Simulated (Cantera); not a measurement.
A perfectly stirred reactor is fed with C₃H₈ : H₂ = 1 : 39 (molar parts), at 1000 Pa; it is held at 1575 K, and followed from long to short residence time.

Cantera simulation using GRI-Mech 3.0 (53 species, 325 reactions); the numbers are that mechanism's predictions, not measurements. GRI-Mech 3.0 was tuned for natural gas; its chemistry of propane as a main component is partial and can be far from experiment. GRI-Mech 3.0 stops at C3 and has no aromatics, soot or wall deposition, so with more carbon than oxygen in the feed, carbon stays in small species such as C2H2 where larger ones or solid carbon would form. Radical loss at walls, strong at low pressure, is not modelled.

x: mole fraction; the columns are a selection and need not sum to one.

| τ (s) | x C₃H₈ | x H₂ | x C₂H₂ | x C₂H₆ | x CH₂ |
|---|---|---|---|---|---|
| 9.6 | 1.68e-6 | 0.958 | 0.0288 | [?] | 8.84e-8 |
| 3.2 | 4.46e-6 | 0.956 | 0.0271 | [?] | 1.62e-7 |
| 1.1 | 1.13e-5 | 0.954 | 0.0253 | [?] | 2.83e-7 |
| 0.36 | 2.97e-5 | 0.952 | 0.0234 | [?] | 4.77e-7 |
| 0.12 | 7.75e-5 | 0.950 | 0.0214 | [?] | 7.29e-7 |
| 0.041 | 0.000201 | 0.949 | 0.0189 | [?] | 1.01e-6 |
| 0.014 | 0.000528 | 0.949 | 0.0151 | [?] | 1.36e-6 |
| 0.0047 | 0.00139 | 0.949 | 0.00983 | [?] | 1.88e-6 |
| 0.0016 | 0.00357 | 0.951 | 0.00458 | [?] | 2.57e-6 |
| 0.00053 | 0.00935 | 0.957 | 0.00106 | 0.000163 | 2.68e-6 |
| 0.00018 | 0.0186 | 0.968 | 7.13e-5 | 0.000169 | 1.19e-6 |

Some entries are withheld; supply them.


- 9.6, x C₂H₆: 7.96e-7
- 3.2, x C₂H₆: 1.66e-6
- 1.1, x C₂H₆: 3.12e-6
- 0.36, x C₂H₆: 5.55e-6
- 0.12, x C₂H₆: 9.18e-6
- 0.041, x C₂H₆: 1.49e-5
- 0.014, x C₂H₆: 2.54e-5
- 0.0047, x C₂H₆: 4.68e-5
- 0.0016, x C₂H₆: 8.90e-5
